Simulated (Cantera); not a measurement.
Charge: 1 mol toluene, 79 mol H₂, at 2123 K.

These are equilibrium values from Cantera (NASA tables, ideal gas, pure condensed phases), not measurements of a reactor. Candidate condensed phases: C, C₆H₆, C₇H₈, C₈H₁₈; 76 gas species. The ideal-gas law is rough above about 30 bar. The numbers say what is thermodynamically allowed, not how fast it happens.

x: gas mole fraction; n: condensed amount in mol.

```json
[
 {"P (Pa)": "10", "x H₂": "0.699", "x H": "0.300", "x CH₄": "1.53e-8", "x C₂H₂ (acetylene)": "0.00116", "x C₂H₄": "2.85e-10", "n C(graphite)": "6.77"},
 {"P (Pa)": "46", "x H₂": "0.845", "x H": "0.154", "x CH₄": "1.03e-7", "x C₂H₂ (acetylene)": "0.00140", "x C₂H₄": "1.92e-9", "n C(graphite)": "6.75"},
 {"P (Pa)": "220", "x H₂": "0.925", "x H": "0.0736", "x CH₄": "5.88e-7", "x C₂H₂ (acetylene)": "0.00153", "x C₂H₄": "1.10e-8", "n C(graphite)": "6.73"},
 {"P (Pa)": "1000", "x H₂": "0.963", "x H": "0.0352", "x CH₄": "2.90e-6", "x C₂H₂ (acetylene)": "0.00160", "x C₂H₄": "5.42e-8", "n C(graphite)": "6.73"},
 {"P (Pa)": "4600", "x H₂": "0.982", "x H": "0.0166", "x CH₄": "1.39e-5", "x C₂H₂ (acetylene)": "0.00163", "x C₂H₄": "2.59e-7", "n C(graphite)": "6.73"},
 {"P (Pa)": "22000", "x H₂": "0.991", "x H": "0.00761", "x CH₄": "6.75e-5", "x C₂H₂ (acetylene)": "0.00164", "x C₂H₄": "1.26e-6", "n C(graphite)": "6.72"},
 {"P (Pa)": "100000", "x H₂": "0.994", "x H": "(withheld)", "x CH₄": "(withheld)", "x C₂H₂ (acetylene)": "0.00165", "x C₂H₄": "(withheld)", "n C(graphite)": "6.70"},
 {"P (Pa)": "460000", "x H₂": "0.995", "x H": "0.00167", "x CH₄": "0.00142", "x C₂H₂ (acetylene)": "0.00165", "x C₂H₄": "2.66e-5", "n C(graphite)": "6.60"},
 {"P (Pa)": "2200000", "x H₂": "0.991", "x H": "(withheld)", "x CH₄": "(withheld)", "x C₂H₂ (acetylene)": "0.00164", "x C₂H₄": "(withheld)", "n C(graphite)": "6.14"},
 {"P (Pa)": "10000000", "x H₂": "0.968", "x H": "0.000353", "x CH₄": "0.0293", "x C₂H₂ (acetylene)": "0.00160", "x C₂H₄": "0.000547", "n C(graphite)": "4.27"}
]
```

Q: Fill in the missing entries.

A: 
- 100000, x H: 0.00358
- 100000, x CH₄: 0.000309
- 100000, x C₂H₄: 5.78e-6
- 2200000, x H: 0.000761
- 2200000, x CH₄: 0.00675
- 2200000, x C₂H₄: 0.000126
